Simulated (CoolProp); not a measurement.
Decamethylcyclopentasiloxane (D5) at 326.2 K and 11.7 MPa is throttled through a valve to 2.17 MPa with no heat exchange. Each further row changes one setting.

Model: reference Helmholtz-energy equation of state, Thol 2019, in CoolProp.

```
case                       temperature change (K)  final density (kg/m³)
-------------------------  ----------------------  ---------------------
as stated                                    +3.8                    923
outlet pressure 0.651 MPa                       …                      …
outlet pressure 2.82 MPa                        …                      …
```

Problem. What belongs in the gaps?

Solution. 
- outlet pressure 0.651 MPa, temperature change (K): +4.4
- outlet pressure 0.651 MPa, final density (kg/m³): 920
- outlet pressure 2.82 MPa, temperature change (K): +3.6
- outlet pressure 2.82 MPa, final density (kg/m³): 925
